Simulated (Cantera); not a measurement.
Feed: 1 mol SiO2, 3.2 mol CH4, 16 mol H2, equilibrated at 1.00 bar.

Cantera equilibrium calculation (NASA polynomials, part measured and part estimated; ideal gas, pure solids and liquids). Candidate condensed phases: C, C6H6, C7H8, C8H18, H2O, Si, SiC, SiO2; 123 gas species. Mutual solubility and eutectic melting of coexisting phases are not modelled. The tables hold silica as quartz up to 1696 K and as liquid above; real silica turns to tridymite and cristobalite and melts near 1996 K. Gases not in the tables: Si2H6 and higher silanes. Equilibrium is a limit: real reactors are often held back by kinetics, nucleation or transport.

Question: Which condensed phases are stable at each of these points (T (K)): 1375, 1475, 1575, 1675, 1775, 1875, 1975, 2075, 2175, 2275, 2375, 2475, 2575?

Answer: 
```tsv
T (K)	condensed phases	Si condensed (%)
1375	C(graphite) + SiC(s) + SiO2(β-quartz)	100.0
1475	C(graphite) + SiC(s) + SiO2(β-quartz)	99.9
1575	C(graphite) + SiC(s) + SiO2(β-quartz)	99.6
1675	C(graphite) + SiC(s)	99.2
1775	C(graphite) + SiC(s)	99.0
1875	C(graphite) + SiC(s)	98.6
1975	C(graphite) + SiC(s)	98.2
2075	C(graphite) + SiC(s)	97.8
2175	C(graphite) + SiC(s)	97.2
2275	C(graphite) + SiC(s)	96.3
2375	C(graphite) + SiC(s)	94.7
2475	SiC(s)	89.7
2575	SiC(s)	78.9
```

From 1375 K to 1575 K the condensed part is C(graphite) + SiC(s) + SiO2(β-quartz). From 1675 K to 2375 K the condensed part is C(graphite) + SiC(s). From 2475 K to 2575 K the condensed part is SiC(s).
